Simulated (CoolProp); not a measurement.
Vapour-liquid equilibrium of methanol (1) + dimethyl carbonate (2) at 410.1 K; x and y are mole fractions of (1).

Computed with CoolProp (multi-fluid Helmholtz-energy mixture model, de Reuck 1993 and Zhou 2011; pair parameters Bell 2016).

Question: Give the bubble pressure and the first vapour's composition at x = 0.25, 0.55, 0.95. Is there an azeotrope?

Answer: x = 0.25: 0.6732 MPa, y = 0.531; x = 0.55: 0.8712 MPa, y = 0.729; x = 0.95: 1.004 MPa, y = 0.956. No azeotrope shows between x = 0.05 and 0.95.

Pair parameters are fitted to limited data, so mixtures are less certain than the pure fluids.
